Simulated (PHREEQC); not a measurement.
A solution holds 0.3 mol NaOH, 0.00033 mol H3AsO4 and 4.8e-05 mol NiSO4 per kg of water, at 20 °C. Closed to the air; pH follows from the charge balance.

All values are PHREEQC results (ion-association model, wateq4f.dat), not measurements.

```json
[
 {"quantity": "pH", "before": "13.48", "after": "11.72"},
 {"quantity": "SO4-2 (mol/kgw)", "before": "3.50e-5", "after": "3.33e-5"},
 {"quantity": "NaSO4- (mol/kgw)", "before": "1.30e-5", "after": "1.47e-5"},
 {"quantity": "HAsO4-2 (mol/kgw)", "before": "1.19e-6", "after": "1.24e-5"},
 {"quantity": "Ni(OH)2 (mol/kgw)", "before": "1.11e-7", "after": "5.30e-6"},
 {"quantity": "SI of Mirabilite (Na2SO4:10H2O)", "before": "-5.07", "after": "-7.94"}
]
```

Question: Which change was made?
(A) NiSO4 from 4.8e-05 to 0.00024 mol/kgw
(B) temperature from 20 to 15 °C
(C) temperature from 20 to 90 °C
(D) NaOH from 0.3 to 0.15 mol/kgw
(E) H3AsO4 replaced by Na2HAsO4 at the same molality

Answer: C, temperature from 20 to 90 °C

No solid was allowed to form. Some of these states are supersaturated (in Ni(OH)2, for instance). In wateq4f.dat the enthalpy of Ni(OH)2 has the wrong sign, so its saturation index can't be trusted away from 25 °C. At this temperature some constants are extrapolated from 25 °C, and those without enthalpy data are left unchanged. The database has no arsenate complexes of Ni.
